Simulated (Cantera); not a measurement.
## Nitride etching: Si₃N₄ + H₂O

Charge: 1 mol Si₃N₄, a varied amount of H₂O, at 1473 K and 13.3 mbar.

Method: chemical equilibrium by Gibbs-energy minimisation in Cantera with the NASA 1993 tables (ideal gas, pure condensed phases). Candidate condensed phases: H₂O, Si, SiO₂, Si₂N₂O, Si₃N₄; 35 gas species. Mutual solubility and eutectic melting of coexisting phases are not modelled. The tables hold silica as quartz up to 1696 K and as liquid above; real silica turns to tridymite and cristobalite and melts near 1996 K. Equilibrium is a limit: real reactors are often held back by kinetics, nucleation or transport.

From 1.9 mol H₂O to 5.4 mol H₂O the condensed part is SiO₂(β-quartz) + Si₂N₂O(s). From 7.1 mol H₂O to 17 mol H₂O the condensed part is SiO₂(β-quartz). The main Si-bearing gas is SiO throughout.

```csv
n(H₂O) (mol),x H₂,x H₂O,x N₂,x SiO,x H,x OH,n SiO₂(β-quartz),n Si₂N₂O(s)
1.9,0.749,8.13e-5,0.250,0.000535,9.48e-5,2.68e-10,0.266,1.37
3.7,0.749,8.13e-5,0.250,0.000535,9.48e-5,2.68e-10,1.47,0.766
5.4,0.749,8.13e-5,0.250,0.000535,9.48e-5,2.68e-10,2.60,0.199
7.1,0.659,0.121,0.220,3.16e-7,8.90e-5,4.24e-7,3.00,0
8.8,0.555,0.259,0.185,1.24e-7,8.17e-5,9.92e-7,3.00,0
10,0.500,0.333,0.167,8.70e-8,7.75e-5,1.34e-6,3.00,0
12,0.429,0.429,0.143,5.80e-8,7.17e-5,1.87e-6,3.00,0
14,0.375,0.500,0.125,4.35e-8,6.71e-5,2.33e-6,3.00,0
16,0.333,0.556,0.111,3.48e-8,6.33e-5,2.74e-6,3.00,0
17,0.316,0.579,0.105,3.16e-8,6.16e-5,2.94e-6,3.00,0
```
x: gas mole fraction; n: condensed amount in mol.
